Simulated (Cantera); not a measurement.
Input: 1 mol B2H6, 1.9 mol H2O, 20 mol H2, at 1.00 Torr.

Equilibrium computed with Cantera from the NASA thermochemical tables; the gas is ideal and each condensed phase is pure. Candidate condensed phases: B, B2O3, B3O3H3, H2O; 23 gas species. The feed counts by its element totals alone. The tables' values for BH2 are old estimates; treat these amounts as uncertain. Kinetics and transport are ignored. All values below are at 1777 °C.

Base state: H2 0.874, H 0.0581, HBO 0.0330, BO 0.0304, B2O2 0.00315, BH2 0.000541, B2O 0.000506, B 0.000225 (mole fractions); condensed: B(s).

What changes in the equilibrium state with this change: pressure from 1.00 Torr to 100 Torr?


| species | before | after |
|---|---|---|
| H2 | 0.874 | 0.928 |
| HBO | 0.0330 | 0.0523 |
| B2O2 | 0.00315 | 0.00745 |
| H | 0.0581 | 0.00599 |
| BO | 0.0304 | 0.00467 |
| B | 0.000225 | 2.25e-6 |
| B2O3 | 6.29e-6 | 0.000229 |
| HBO2 | 9.72e-6 | 0.000237 |
| H2O | 1.69e-6 | 2.77e-5 |
| BH3 | 1.21e-6 | 1.33e-5 |
| B(s), mol | 0.0656 | 0.0954 |
Gases not in the tables: B2H6 and higher boranes.
